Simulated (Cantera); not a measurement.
Diamond growth

A diamond (100) surface in a fixed gas of H2 with x(CH4) = 0.012, x(H) = 0.005, at 975 K, 5600 Pa; coverages are run to steady state.

Cantera simulation using the Harris–Goodwin 1993 mechanism for the reconstructed diamond (100) surface; the numbers are that mechanism's predictions, not measurements.

```csv
x(CH3),growth (µm/h),θ c6HH,θ c6H*,θ c6*H,θ c6**,θ c6HM
1e-06,0.0259,0.620,0.0162,0.355,0.00809,0.000119
2.3e-06,0.0596,0.620,0.0162,0.355,0.00809,0.000274
5.2e-06,0.135,0.620,0.0162,0.355,0.00808,0.000618
1.2e-05,0.310,0.619,0.0162,0.355,0.00807,0.00142
2.7e-05,0.696,0.618,0.0161,0.354,0.00805,0.00320
6.1e-05,1.56,0.614,0.0161,0.352,0.00799,0.00718
0.00014,3.54,0.607,0.0159,0.348,0.00786,0.0163
0.00031,7.61,0.592,0.0154,0.339,0.00759,0.0350
0.00071,16.3,0.559,0.0146,0.319,0.00702,0.0750
```
θ: site fractions in the mechanism's names (c6HH fully hydrogenated, c6H* and c6*H radical sites, c6** diradical, c6HM methylated).
